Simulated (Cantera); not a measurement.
A closed system holds: 1 mol H2O, 2 mol O2, held at 750 K and 110 bar.

Cantera equilibrium calculation (NASA polynomials, part measured and part estimated; ideal gas, pure solids and liquids). Candidate condensed phases: H2O; 9 gas species. The ideal-gas law is rough above about 30 bar. Rates play no part.

Base state: O2 0.667, H2O 0.333 (mole fractions); condensed: gas only.

**Question.** What changes in the equilibrium state with this change: temperature from 750 K to 2473 K?

**Answer.** 
| species | before | after |
|---|---|---|
| O2 | 0.667 | 0.662 |
| H2O | 0.333 | 0.327 |
| OH | <1e-9 | 0.00988 |
| O | <1e-9 | 0.000982 |
| H2 | <1e-9 | 0.000200 |
| HO2 | <1e-9 | 0.000185 |

**Question.** What changes in the equilibrium state with this change: 0.013 mol H2S added?

**Answer.** 
```tsv
species	before	after
O2	0.667	0.660
H2O	0.333	0.335
H2SO4	0	0.00375
SO3	0	0.000600
```
Further candidate phases: H2SO4, S.
